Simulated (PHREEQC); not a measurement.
A PHREEQC speciation (ion-association model, wateq4f.dat) at 25 °C gives pH 2.71 and these molalities:

```
species     mol/kgw
---------  --------
HF          0.00333
BF4-        0.00274
H+          0.00215
Cu+2        0.00193
F-          0.00125
H3BO3       0.00104
SO4-2      0.000752
BF3OH-     0.000302
CuSO4      0.000140
BF2(OH)2-  0.000123
HSO4-      0.000108
CuF+        3.02e-5
H2F2        2.90e-5
HF2-        1.60e-5
BF(OH)3-    5.18e-7
```

Problem. What are the element totals, and what could have been dissolved in 1 kg of water to give them?

Solution. One answer among several that fit: totals B 0.00420, Cu(2) 0.00210, F 0.0168, S(6) 0.00100 mol/kgw, from 0.0021 mol/kgw Cu(BF4)2 and 0.001 mol/kgw H2SO4.

Precipitation was switched off in this run. Real BF4- forms and hydrolyses slowly; the run takes it at equilibrium.
